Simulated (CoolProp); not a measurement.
Fluorine at 295 K and 0.147 MPa is throttled through a valve to 0.061 MPa with no heat exchange. Each further row changes one setting.

Values from CoolProp's reference Helmholtz-energy equation of state, de Reuck 1990.

```
case                        temperature change (K)  final density (kg/m³)
--------------------------  ----------------------  ---------------------
as stated                                     -0.2                    [?]
outlet pressure 0.0183 MPa                    -0.2                  0.284
outlet pressure 0.0793 MPa                     [?]                    [?]
```

Task: Complete the blanks.

Result: 
- as stated, final density (kg/m³): 0.946
- outlet pressure 0.0793 MPa, temperature change (K): -0.1
- outlet pressure 0.0793 MPa, final density (kg/m³): 1.23
